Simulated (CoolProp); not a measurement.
The numbers come from the reference Helmholtz-energy equation of state, Akasaka 2023 in CoolProp.

Question: For R1224YDZ, give the phase and the density (kg/m³), speed of sound (m/s), Joule-Thomson coefficient (K/MPa), fugacity coefficient at 349.3 K and 4.3 bar; 473.1 K and 4.3 bar.

Answer: 
- 349.3 K and 4.3 bar: gas; density 24.5, speed of sound 132, Joule-Thomson coefficient 20.9, fugacity coefficient 0.909
- 473.1 K and 4.3 bar: gas; density 16.8, speed of sound 163, Joule-Thomson coefficient 7.05, fugacity coefficient 0.969
